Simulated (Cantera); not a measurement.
What does this Cantera script print?

```python
import numpy as np
import cantera as ct

gas_names = """
    B BH BH2 BH3 BN BO BO2 B2 B2O B2O2 B2O3 B3O3H3 H HBO HBO2 HNO HNO2 HNO3 HO2 H2 H2O H2O2 H3B3O6 N NH
    NH2 NH3 NH2OH NO NO2 NO3 N2 N2H2 N2H4 N2O O OH O2 O3
""".split()
cond_names = """
    B(b) B(L) BN(s) B2O3(L) B3O3H3(cr) H2O(s) H2O(L)
""".split()


# ... load() reads the species with a 1 bar reference pressure and builds the phases ...
atoms = {
    'borazine': {'B': 3, 'N': 3, 'H': 6},
    'H2': {'H': 2},
    'O2': {'O': 2},
}
top_T = {'BN(s)': 3200}  # K; cautious upper limits of use, not melting points


# ... equilibrate(T, P, feed) seeds the gas with the atoms and calls Mixture.equilibrate('TP', solver="vcs", rtol=1e-11, max_steps=5000) ...
results = []
feed = {'borazine': 1, 'H2': 190, 'O2': 0.38}  # mol
T = 873  # K
P = 20  # Pa
mix = equilibrate(T, P, feed)
results.append((T, P, feed, dict(zip(mix.species_names, mix.species_moles))))
x = sorted(zip(gas.X, gas.species_names), reverse=True)
print(f"T = {T:g} K  P = {P:g} Pa  gas = {mix.phase_moles(0):.4g} mol")
print("   x: " + "  ".join(f"{s} {v:.3e}" for v, s in x if v > 1e-05))
print("   condensed (mol): " + ("  ".join(f"{mix.phase(i).name} {mix.phase_moles(i):.4g}"
      for i in range(1, mix.n_phases) if mix.phase_moles(i) > 1e-12) or "none"))
```

It prints:

```
T = 873 K  P = 20 Pa  gas = 193.2 mol
   x: H2 9.986e-01  N2 1.289e-03  H2O 6.394e-05
   condensed (mol): BN(s) 2.502  B2O3(L) 0.2491
```

Method: chemical equilibrium by Gibbs-energy minimisation in Cantera with the NASA 1993 tables (ideal gas, pure condensed phases). The feed counts by its element totals alone.
